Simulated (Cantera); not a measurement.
An isothermal, constant-pressure homogeneous reactor starts with 4.31 % H₂, 95.7 % O₂, at 1125 K and 10.00 Torr.

Cantera simulation using the H2/O2 subset of GRI-Mech 3.0, which has no nitrogen chemistry; the numbers are that mechanism's predictions, not measurements. Radical loss at walls, strong at low pressure, is not modelled. The temperature is held fixed by assumption; the heat of reaction is taken as removed at once.

x: mole fraction; the columns are a selection and need not sum to one.

| t (s) | x H₂ | x O₂ | x H₂O | x HO₂ | x H |
|---|---|---|---|---|---|
| 9.00e-5 | 0.0431 | 0.957 | 1.19e-10 | 7.51e-10 | 5.02e-10 |
| 0.000277 | 0.0431 | 0.957 | 2.27e-9 | 2.32e-9 | 1.74e-9 |
| 0.000852 | 0.0431 | 0.957 | 8.92e-8 | 7.51e-9 | 3.03e-8 |
| 0.00262 | 0.0425 | 0.957 | 0.000413 | 1.43e-6 | 0.000130 |
| 0.00807 | 0.000667 | 0.928 | 0.0383 | 3.97e-6 | 0.00616 |
| 0.0248 | ___ | 0.939 | 0.0408 | ___ | ___ |
| 0.0765 | 0.000130 | 0.950 | 0.0430 | 2.38e-6 | 0.000530 |
| 0.235 | 2.11e-5 | 0.955 | 0.0437 | 9.70e-7 | 3.49e-5 |
| 0.724 | 2.69e-6 | 0.956 | 0.0439 | 2.44e-7 | 1.64e-6 |
| 2.23 | 3.98e-7 | 0.956 | 0.0440 | 5.13e-8 | 9.61e-8 |
| 6.86 | ___ | 0.956 | 0.0440 | ___ | ___ |
| 21.1 | 1.78e-8 | 0.956 | 0.0440 | 3.80e-9 | 9.53e-10 |
| 65.0 | 4.87e-9 | 0.956 | 0.0440 | 2.50e-9 | 1.38e-10 |
| 200 | 1.62e-9 | 0.956 | 0.0440 | 3.14e-9 | 2.67e-11 |

**Question.** Some entries are withheld; supply them.

**Answer.** 
- 0.0248, x H₂: 0.000394
- 0.0248, x HO₂: 3.51e-6
- 0.0248, x H: 0.00291
- 6.86, x H₂: 7.57e-8
- 6.86, x HO₂: 1.19e-8
- 6.86, x H: 8.20e-9
